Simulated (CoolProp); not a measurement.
A Linde-Hampson liquefier for dry air: isothermal reversible compression at 200 K from 1 atm to 25 MPa, throttling to 1 atm, return gas leaving the recuperator 10 K below the feed. Each further row changes one setting.

Values from CoolProp's reference Helmholtz-energy equation of state, Lemmon 2000. It is a pseudo-pure fit of the blend.

| case | liquid yield per pass | compression work (kJ/kg of gas) |
|---|---|---|
| as stated | 0.247 | 295 |
| high pressure 50 MPa | 0.248 | 340 |
| warm-end temperature 230 K | 0.169 | 351 |
| warm-end gap 15 K | 0.235 | 295 |
